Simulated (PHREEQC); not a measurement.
Make-up at 20 °C: 0.17 mol CdSO4, 0.015 mol H3BO3 and 0.00078 mol MnSO4 per kg of water. Closed to the air; pH follows from the charge balance.

All values are PHREEQC results (ion-association model, wateq4f.dat), not measurements.

```csv
quantity,before,after
pH,5.60,5.92
ionic strength (mol/kgw),0.301,0.301
SO4-2 (mol/kgw),0.0448,0.0448
Mn+2 (mol/kgw),0.000520,0.000520
MnSO4 (mol/kgw),0.000260,0.000260
HSO4- (mol/kgw),3.56e-6,1.71e-6
SI of Pyrochroite (Mn(OH)2),-7.82,-7.19
```

Task: Name the change that produced these shifts.
A. H3BO3 left out
B. diluted 5-fold with water
C. CdSO4 left out

Result: A, H3BO3 left out

This is a speciation only: nothing precipitates in the calculation.
